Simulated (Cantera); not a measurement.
An adiabatic, constant-pressure homogeneous reactor starts with CH₄ : C₂H₆ : C₃H₈ : O₂ : N₂ : H₂O = 1 : 0.052 : 0.19 : 1.84 : 6.93 : 1.5 (molar parts), at 1598 K and 1.40 bar. Integrator tolerance rtol = 1e-08.

Detailed kinetics in Cantera: GRI-Mech 3.0 (53 species, 325 reactions). GRI-Mech 3.0 was tuned for natural gas; its chemistry of propane as a main component is partial and can be far from experiment.

Problem. What does this change do: initial temperature 1598 to 1175 K?

Solution. 
```json
[
 {"quantity": "time of steepest temperature rise", "before": "80.6 µs", "after": "13.2 ms"},
 {"quantity": "temperature at 0.400 s", "before": "2599 K", "after": "2294 K"},
 {"quantity": "equilibrium temperature", "before": "2599 K", "after": "2294 K"},
 {"quantity": "x(CH₄) at 0.400 s", "before": "1.80e-12 (gas-phase equilibrium 2.08e-12)", "after": "7.24e-12 (gas-phase equilibrium 8.25e-12)"},
 {"quantity": "x(C₂H₆) at 0.400 s", "before": "<1e-12 (gas-phase equilibrium <1e-12)", "after": "<1e-12 (gas-phase equilibrium <1e-12)"},
 {"quantity": "x(C₃H₈) at 0.400 s", "before": "<1e-12 (gas-phase equilibrium <1e-12)", "after": "<1e-12 (gas-phase equilibrium <1e-12)"},
 {"quantity": "x(C₂H₄) at 0.400 s", "before": "<1e-12 (gas-phase equilibrium <1e-12)", "after": "<1e-12 (gas-phase equilibrium <1e-12)"},
 {"quantity": "x(CO₂) at 0.400 s", "before": "0.0328 (gas-phase equilibrium 0.0328)", "after": "0.0363 (gas-phase equilibrium 0.0363)"},
 {"quantity": "x(CH₂) at 0.400 s", "before": "<1e-12 (gas-phase equilibrium <1e-12)", "after": "<1e-12 (gas-phase equilibrium <1e-12)"},
 {"quantity": "x(HO₂) at 0.400 s", "before": "2.33e-7 (gas-phase equilibrium 2.33e-7)", "after": "9.82e-9 (gas-phase equilibrium 9.82e-9)"}
]
```

Problem. What does this change do: pressure from 1.40 bar to 8.10 bar?

Solution. 
| quantity | before | after |
|---|---|---|
| time of steepest temperature rise | 80.6 µs | 25.2 µs |
| temperature at 0.400 s | 2599 K | 2653 K |
| equilibrium temperature | 2599 K | 2653 K |
| x(CH₄) at 0.400 s | 1.80e-12 (gas-phase equilibrium 2.08e-12) | 5.04e-11 (gas-phase equilibrium 5.72e-11) |
| x(C₂H₆) at 0.400 s | <1e-12 (gas-phase equilibrium <1e-12) | <1e-12 (gas-phase equilibrium <1e-12) |
| x(C₃H₈) at 0.400 s | <1e-12 (gas-phase equilibrium <1e-12) | <1e-12 (gas-phase equilibrium <1e-12) |
| x(C₂H₄) at 0.400 s | <1e-12 (gas-phase equilibrium <1e-12) | <1e-12 (gas-phase equilibrium <1e-12) |
| x(CO₂) at 0.400 s | 0.0328 (gas-phase equilibrium 0.0328) | 0.0328 (gas-phase equilibrium 0.0328) |
| x(CH₂) at 0.400 s | <1e-12 (gas-phase equilibrium <1e-12) | 4.19e-12 (gas-phase equilibrium 4.60e-12) |
| x(HO₂) at 0.400 s | 2.33e-7 (gas-phase equilibrium 2.33e-7) | 1.61e-7 (gas-phase equilibrium 1.61e-7) |
